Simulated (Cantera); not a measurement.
Feed: 1 mol Si, 0.055 mol CO₂, 25 mol N₂, at 1.00 bar.

These are equilibrium values from Cantera (NASA tables, ideal gas, pure condensed phases), not measurements of a reactor. Candidate condensed phases: C, Si, SiC, SiO₂, Si₂N₂O, Si₃N₄; 34 gas species. Mutual solubility and eutectic melting of coexisting phases are not modelled. The tables' values for SiN are old estimates; treat these amounts as uncertain. Rates play no part.

x: gas mole fraction; n: condensed amount in mol.

| T (K) | x N₂ | x CO | x SiO | x Si | x SiN | x Si₂N | x Si₂C | n C(graphite) | n Si₂N₂O(s) | n Si₃N₄(s) |
|---|---|---|---|---|---|---|---|---|---|---|
| 1698 | 0.998 | 0.00187 | 6.81e-6 | 8.63e-9 | 5.26e-9 | 1.25e-10 | … | 0.00935 | 0.0642 | 0.290 |
| 1748 | 0.998 | 0.00225 | 2.17e-5 | 3.47e-8 | 1.80e-8 | 7.31e-10 | … | 0 | 0.0545 | 0.297 |
| 1798 | 0.998 | 0.00225 | 6.50e-5 | 1.29e-7 | 5.73e-8 | 3.86e-9 | … | 0 | 0.0534 | 0.297 |
| 1848 | 0.998 | 0.00225 | 0.000183 | 4.45e-7 | 1.72e-7 | 1.86e-8 | … | 0 | 0.0505 | 0.298 |
| 1898 | 0.997 | 0.00225 | 0.000485 | 1.44e-6 | 4.84e-7 | 8.22e-8 | … | 0 | 0.0432 | 0.301 |
| 1948 | 0.997 | 0.00225 | 0.00122 | 4.38e-6 | 1.29e-6 | 3.36e-7 | … | 0 | 0.0251 | 0.307 |
| 1998 | 0.995 | 0.00225 | 0.00225 | 1.26e-5 | 3.28e-6 | 1.28e-6 | … | 0 | 0 | 0.315 |
| 2048 | 0.995 | 0.00225 | 0.00225 | 3.43e-5 | 7.96e-6 | 4.54e-6 | … | 0 | 0 | 0.315 |
| 2098 | 0.995 | 0.00224 | 0.00225 | 8.89e-5 | 1.85e-5 | 1.51e-5 | … | 0 | 0 | 0.314 |

### Question
Some entries are withheld; supply them.

### Answer

- 1698, x Si₂C: 4.60e-11
- 1748, x Si₂C: 2.19e-10
- 1798, x Si₂C: 7.96e-10
- 1848, x Si₂C: 2.69e-9
- 1898, x Si₂C: 8.53e-9
- 1948, x Si₂C: 2.54e-8
- 1998, x Si₂C: 9.36e-8
- 2048, x Si₂C: 5.74e-7
- 2098, x Si₂C: 3.21e-6
